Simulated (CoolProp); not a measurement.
n-hexane at 298.15 K and 4.8 MPa flows at 1.4 m/s in a round tube of 25 mm bore and 0.25 µm roughness, fully developed (64/Re and Nu = 3.66 if laminar; Colebrook and Gnielinski if turbulent). Each further row changes one setting.

Model: reference Helmholtz-energy equation of state, Thol 2019, in CoolProp.

```json
[
 {"case": "as stated", "Reynolds number": "73700", "Darcy friction factor": "0.0192", "pressure drop (Pa/m)": "498", "heat-transfer coefficient (W/(m² K))": "2080", "mass flow (kg/h)": "1630"},
 {"case": "velocity 2.8 m/s", "Reynolds number": "147000", "Darcy friction factor": "0.0167", "pressure drop (Pa/m)": "1730", "heat-transfer coefficient (W/(m² K))": "3780", "mass flow (kg/h)": "3270"},
 {"case": "diameter 50 mm", "Reynolds number": "147000", "Darcy friction factor": "0.0166", "pressure drop (Pa/m)": "215", "heat-transfer coefficient (W/(m² K))": "1890", "mass flow (kg/h)": "6530"}
]
```

Viscosity comes from a separate model (Michailidou 2013). Thermal conductivity comes from a separate model (Assael 2013).
